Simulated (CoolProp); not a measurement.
Propylene glycol along the isobar 0.716 MPa: fugacity coefficient from the reference equation and from simpler models built on Tc = 674.0 K, pc = 7.292 MPa, ω = 0.327; each cubic takes its own stable root.

Computed with CoolProp (reference Helmholtz-energy equation of state, Eisenbach 2021).

| T (K) | phase | reference |
|---|---|---|
| 550.5 | gas | 0.9291 |
| 555.1 | gas | 0.9314 |
| 559.7 | gas | 0.9336 |
| 564.4 | gas | 0.9357 |
| 569 | gas | 0.9377 |
| 573.6 | gas | 0.9397 |
| 578.3 | gas | 0.9416 |
| 582.9 | gas | 0.9434 |
| 587.5 | gas | 0.9451 |
| 592.2 | gas | 0.9468 |
| 596.8 | gas | 0.9484 |
| 601.5 | gas | 0.9500 |
| 606.1 | gas | 0.9515 |
| 610.7 | gas | 0.9530 |
| 615.4 | gas | 0.9544 |
| 620 | gas | 0.9558 |

Problem. How far does each simpler model (Redlich-Kwong, Peng-Robinson) lie from the reference over these 16 states: mean and median of the absolute difference, and the worst?

Solution. 
- Redlich-Kwong: mean 0.7 %, median 0.6 %, worst +1.3 % at 550.5 K and 0.716 MPa
- Peng-Robinson: mean 0.2 %, median 0.2 %, worst -0.4 % at 620 K and 0.716 MPa
